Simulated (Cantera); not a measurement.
Source: NASA polynomial tables (part measured, part estimated), evaluated in Cantera. Values are per mole of reaction as written; species without (g) are pure solids or liquids, kept so even where they would boil at 1 bar.

Q: Between 525 and 750 K, where is each reaction favourable under standard conditions?
- Na2S → S + 2 Na

A: 
- Na2S → S + 2 Na: ΔG° is 343 kJ at 525 K and 328 kJ at 750 K; it stays positive (K < 1). ΔH° is 377 kJ and ΔS° 65 J/K at 750 K.
